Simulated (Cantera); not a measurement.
Input: 1 mol SiCl₄, 17 mol NH₃, held at 1350 °C and 0.000430 bar.

Cantera equilibrium calculation (NASA polynomials, part measured and part estimated; ideal gas, pure solids and liquids). Candidate condensed phases: NH₄Cl, Si, Si₃N₄; 28 gas species. The tables' values for SiCl, SiCl₃ are old estimates; treat these amounts as uncertain. Rates play no part.

Base state: H₂ 0.673, N₂ 0.236, HCl 0.0656, SiCl₂ 0.0224, H 0.00274, Si 0.000365, Cl 0.000210, SiCl 0.000168 (mole fractions); condensed: Si(s).

### Question
What changes in the equilibrium state with this change: pressure from 0.000430 bar to 0.0100 bar?

### Answer
```json
[
 {"species": "H₂", "before": "0.673", "after": "0.672"},
 {"species": "N₂", "before": "0.236", "after": "0.228"},
 {"species": "HCl", "before": "0.0656", "after": "0.0859"},
 {"species": "SiCl₂", "before": "0.0224", "after": "0.0129"},
 {"species": "Si", "before": "0.000365", "after": "5.26e-6"},
 {"species": "SiH", "before": "1.24e-5", "after": "8.65e-7"},
 {"species": "Si(s), mol", "before": "0.171", "after": "0"},
 {"species": "Si₃N₄(s), mol", "before": "0", "after": "0.178"}
]
```
The tables' values for SiCl₃, SiCl are old estimates; treat these amounts as uncertain.
